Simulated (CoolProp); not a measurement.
Vapour-liquid equilibrium of diethyl ether (1) + benzene (2) at 153.35 °C; x and y are mole fractions of (1).

The numbers come from the multi-fluid Helmholtz-energy mixture model, Thol 2014 and Thol 2012; pair parameters Bell 2016 in CoolProp.

```tsv
x	bubble pressure, mixture model (kPa)	bubble pressure, Raoult's law (kPa)	y, mixture model	y, Raoult's law
0.05	679.7	686.6	0.118	0.138
0.2	850.5	876.8	0.380	0.431
0.35	1025	1067	0.561	0.620
0.5	1206	1257	0.697	0.752
0.65	1394	1447	0.804	0.849
0.8	1595	1638	0.894	0.924
0.95	1813	1828	0.974	0.983
```

The largest gap from Raoult's law is -4.1 % in bubble pressure, at x = 0.5. No azeotrope shows between x = 0.05 and 0.95.

The pair parameters rest on a limited set of measurements; away from them the model extrapolates.
